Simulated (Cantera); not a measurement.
Source: NASA polynomial tables (part measured, part estimated), evaluated in Cantera. Values are per mole of reaction as written; species without (g) are pure solids or liquids, kept so even where they would boil at 1 bar.

B₃O₃F₃(g) + 3 OH(g) = 3 B + 3 HF(g) + 3 O₂(g), with ΔH° = 1429.5 kJ and ΔS° = 260.6 J/K at 300 K.

Q: How far is the shortcut ΔG° ≈ ΔH°(300 K) − T·ΔS°(300 K) from the full temperature-dependent value at 1623, 1723, 1823, 1923, 2023 K?

A: 
```csv
T (K),shortcut (kJ),full (kJ),difference (kJ),difference in log10 K
1623,1006.5,1011.8,-5.3,0.17
1723,980.4,986.7,-6.3,0.19
1823,954.3,961.5,-7.2,0.21
1923,928.3,936.5,-8.2,0.22
2023,902.2,911.4,-9.2,0.24
```
The shortcut ignores the heat-capacity change of the reaction.
